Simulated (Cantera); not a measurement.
# Reactions in the system Cl-O-Ti

Standard-state values (1 bar) from the NASA 1993 polynomials, evaluated with Cantera. Values are per mole of reaction as written; species without (g) are pure solids or liquids, kept so even where they would boil at 1 bar.

2 Ti + 3 O(g) → Ti₂O₃

| T (K) | ΔH° (kJ) | ΔS° (J/K) | ΔG° (kJ) | log10 K |
|---|---|---|---|---|
| 300 | -2268.4 | -467.2 | -2128.2 | 370.55 |
| 400 | -2269.5 | -470.5 | -2081.3 | 271.78 |
| 450 | -2269.1 | -469.6 | -2057.8 | 238.85 |
| 500 | -2267.3 | -465.7 | -2034.4 | 212.53 |
| 550 | -2266.6 | -464.5 | -2011.2 | 191.00 |
| 600 | -2265.9 | -463.2 | -1988.0 | 173.06 |
| 650 | -2265.0 | -461.8 | -1964.8 | 157.89 |
| 700 | -2264.1 | -460.5 | -1941.8 | 144.89 |
| 750 | -2263.2 | -459.2 | -1918.8 | 133.63 |
| 800 | -2262.2 | -457.9 | -1895.9 | 123.78 |
| 850 | -2261.2 | -456.7 | -1873.0 | 115.10 |
| 900 | -2260.2 | -455.6 | -1850.2 | 107.38 |

2 TiCl₃ + O₃(g) → Ti₂O₃ + 3 Cl₂(g)

```json
[
 {"T (K)": "300", "ΔH° (kJ)": "-219.2", "ΔS° (J/K)": "228.1", "ΔG° (kJ)": "-287.6", "log10 K": "50.07"},
 {"T (K)": "400", "ΔH° (kJ)": "-222.0", "ΔS° (J/K)": "219.9", "ΔG° (kJ)": "-309.9", "log10 K": "40.47"},
 {"T (K)": "450", "ΔH° (kJ)": "-222.5", "ΔS° (J/K)": "218.5", "ΔG° (kJ)": "-320.9", "log10 K": "37.25"},
 {"T (K)": "500", "ΔH° (kJ)": "-221.7", "ΔS° (J/K)": "220.3", "ΔG° (kJ)": "-331.9", "log10 K": "34.67"},
 {"T (K)": "550", "ΔH° (kJ)": "-222.2", "ΔS° (J/K)": "219.3", "ΔG° (kJ)": "-342.9", "log10 K": "32.56"},
 {"T (K)": "600", "ΔH° (kJ)": "-222.7", "ΔS° (J/K)": "218.6", "ΔG° (kJ)": "-353.8", "log10 K": "30.80"},
 {"T (K)": "650", "ΔH° (kJ)": "-223.1", "ΔS° (J/K)": "217.9", "ΔG° (kJ)": "-364.7", "log10 K": "29.31"},
 {"T (K)": "700", "ΔH° (kJ)": "-223.5", "ΔS° (J/K)": "217.3", "ΔG° (kJ)": "-375.6", "log10 K": "28.03"},
 {"T (K)": "750", "ΔH° (kJ)": "-223.9", "ΔS° (J/K)": "216.7", "ΔG° (kJ)": "-386.4", "log10 K": "26.91"},
 {"T (K)": "800", "ΔH° (kJ)": "-224.3", "ΔS° (J/K)": "216.2", "ΔG° (kJ)": "-397.3", "log10 K": "25.94"},
 {"T (K)": "850", "ΔH° (kJ)": "-224.8", "ΔS° (J/K)": "215.6", "ΔG° (kJ)": "-408.1", "log10 K": "25.08"},
 {"T (K)": "900", "ΔH° (kJ)": "-225.2", "ΔS° (J/K)": "215.1", "ΔG° (kJ)": "-418.8", "log10 K": "24.31"}
]
```
